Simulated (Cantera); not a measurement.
Input (Python, Cantera) and output of one run.

```python
import numpy as np
import cantera as ct

gas_names = """
    AL ALH ALO ALOH ALO2 ALO2H AL2 AL2O AL2O2 H HALO HO2 H2 H2O H2O2 O OH O2 O3
""".split()
cond_names = """
    AL(cr) AL(L) AL2O3(a) AL2O3(L) H2O(s) H2O(L)
""".split()


# ... load() reads the species with a 1 bar reference pressure and builds the phases ...
atoms = {
    'Al2O3': {'AL': 2, 'O': 3},
    'H2O': {'H': 2, 'O': 1},
}
top_T = {}  # K; cautious upper limits of use, not melting points


# ... equilibrate(T, P, feed) seeds the gas with the atoms and calls Mixture.equilibrate('TP', solver="vcs", rtol=1e-11, max_steps=5000) ...
results = []
feed = {'Al2O3': 1, 'H2O': 3}  # mol
T = 1675  # K
P = 130  # Pa
mix = equilibrate(T, P, feed)
results.append((T, P, feed, dict(zip(mix.species_names, mix.species_moles))))
print(gas.report(threshold=1e-05))
for i in range(1, mix.n_phases):
    print(f"{mix.phase(i).name:16s} {mix.phase_moles(i):12.5e} mol")
```

It prints:

```
       temperature   1675 K
          pressure   130 Pa
           density   0.00016743 kg/m^3
  mean mol. weight   17.936 kg/kmol
   phase of matter   gas

                          1 kg             1 kmol
                     ---------------   ---------------
          enthalpy       -1.0152e+07       -1.8209e+08  J
   internal energy       -1.0929e+07       -1.9602e+08  J
           entropy             17358        3.1134e+05  J/K
    Gibbs function       -3.9227e+07       -7.0359e+08  J
 heat capacity c_p            2722.5             48831  J/K
 heat capacity c_v            2258.9             40517  J/K

                      mass frac. Y      mole frac. X     chem. pot. / RT
                     ---------------   ---------------   ---------------
                 H        1.5538e-05        0.00027649           -15.243
                H2        0.00082855         0.0073716           -30.486
               H2O           0.99156           0.98723           -50.743
                 O        4.8401e-05        5.4262e-05           -20.257
                OH         0.0016982          0.001791             -35.5
                O2         0.0058516         0.0032801           -40.514
     [  +13 minor]        1.2773e-07         4.574e-08

AL(L)             0.00000e+00 mol
AL2O3(a)          1.00000e+00 mol
```

These are equilibrium values from Cantera (NASA tables, ideal gas, pure condensed phases), not measurements of a reactor.
